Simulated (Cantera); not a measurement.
## Equilibrium for hydrogen reduction and annealing atmospheres: Fe₃O₄ + H₂

Feed: 1 mol Fe₃O₄, 8 mol H₂, equilibrated at 13.3 mbar.

These are equilibrium values from Cantera (NASA tables, ideal gas, pure condensed phases), not measurements of a reactor. Candidate condensed phases: Fe, FeO, Fe(OH)₂, Fe(OH)₃, Fe₂O₃, Fe₃O₄, H₂O; 12 gas species. Each liquid is taken as pure. Mutual solubility and eutectic melting of coexisting phases are not modelled. The tables' stoichiometric FeO is somewhat more stable than real wüstite, so its field is too wide. FeO: taken at fixed stoichiometry. Equilibrium is a limit: real reactors are often held back by kinetics, nucleation or transport.

```json
[
 {"T (K)": "1523", "log p H₂": "-2.03", "log p H₂O": "-2.40", "log p H": "-5.65", "log p Fe": "-6.61", "log p OH": "-7.53", "log p Fe(OH)₂": "-7.11", "n Fe(γ)": "1.40", "n FeO(s)": "1.60", "n Fe(δ)": "0", "n FeO(l)": "0", "n Fe(l)": "0"},
 {"T (K)": "1573", "log p H₂": "-2.04", "log p H₂O": "-2.38", "log p H": "-5.41", "log p Fe": "-6.18", "log p OH": "-7.20", "log p Fe(OH)₂": "-6.90", "n Fe(γ)": "1.47", "n FeO(s)": "1.53", "n Fe(δ)": "0", "n FeO(l)": "0", "n Fe(l)": "0"},
 {"T (K)": "1623", "log p H₂": "-2.04", "log p H₂O": "-2.37", "log p H": "-5.18", "log p Fe": "-5.78", "log p OH": "-6.89", "log p Fe(OH)₂": "-6.71", "n Fe(γ)": "1.54", "n FeO(s)": "1.46", "n Fe(δ)": "0", "n FeO(l)": "0", "n Fe(l)": "0"},
 {"T (K)": "1673", "log p H₂": "-2.04", "log p H₂O": "-2.37", "log p H": "-4.97", "log p Fe": "-5.40", "log p OH": "-6.61", "log p Fe(OH)₂": "-6.55", "n Fe(γ)": "0", "n FeO(s)": "0", "n Fe(δ)": "1.56", "n FeO(l)": "1.43", "n Fe(l)": "0"},
 {"T (K)": "1723", "log p H₂": "-2.04", "log p H₂O": "-2.37", "log p H": "-4.76", "log p Fe": "-5.04", "log p OH": "-6.35", "log p Fe(OH)₂": "-6.41", "n Fe(γ)": "0", "n FeO(s)": "0", "n Fe(δ)": "1.54", "n FeO(l)": "1.46", "n Fe(l)": "0"},
 {"T (K)": "1773", "log p H₂": "-2.04", "log p H₂O": "-2.38", "log p H": "-4.57", "log p Fe": "-4.70", "log p OH": "-6.11", "log p Fe(OH)₂": "-6.29", "n Fe(γ)": "0", "n FeO(s)": "0", "n Fe(δ)": "1.50", "n FeO(l)": "1.48", "n Fe(l)": "0"},
 {"T (K)": "1823", "log p H₂": "-2.04", "log p H₂O": "-2.38", "log p H": "-4.38", "log p Fe": "-4.39", "log p OH": "-5.88", "log p Fe(OH)₂": "-6.17", "n Fe(γ)": "0", "n FeO(s)": "0", "n Fe(δ)": "0", "n FeO(l)": "1.50", "n Fe(l)": "1.48"}
]
```
log p: log10 of the partial pressure in bar; n: condensed amount in mol.

From 1523 K to 1623 K the condensed part is Fe(γ) + FeO(s). From 1673 K to 1773 K the condensed part is Fe(δ) + FeO(l). At 1823 K the condensed part is Fe(l) + FeO(l). The main Fe-bearing gas is Fe throughout.
